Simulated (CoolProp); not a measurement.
A simple Rankine cycle with n-heptane: condensing at 318.15 K, boiler at 1.2 MPa, turbine inlet 500.4 K, turbine efficiency 0.65, pump efficiency 0.8, no recuperator. Each further row changes one setting.

Model: reference Helmholtz-energy equation of state, Span 2003, in CoolProp. It is a short technical equation, of lower accuracy than the large ones.

| case | thermal efficiency (%) | net work (kJ/kg) | heat in (kJ/kg) | turbine exit temperature (K) | volume ratio over the turbine |
|---|---|---|---|---|---|
| as stated | 14.0 | [?] | 702 | 442.4 | [?] |
| turbine inlet 520.4 K | 13.7 | 104 | 759 | 464.2 | 88.1 |
| condensing temperature 310.15 K | 14.7 | 106 | 720 | 438.9 | 131 |
| boiler pressure 0.84 MPa | 13.1 | 93.8 | 717 | 450.9 | 58.8 |
| turbine efficiency 0.55 | [?] | 82.7 | 702 | [?] | [?] |

Task: What belongs in the gaps?

Result: 
- as stated, net work (kJ/kg): 98.2
- as stated, volume ratio over the turbine: 92.6
- turbine efficiency 0.55, thermal efficiency (%): 11.8
- turbine efficiency 0.55, turbine exit temperature (K): 449.1
- turbine efficiency 0.55, volume ratio over the turbine: 94.0
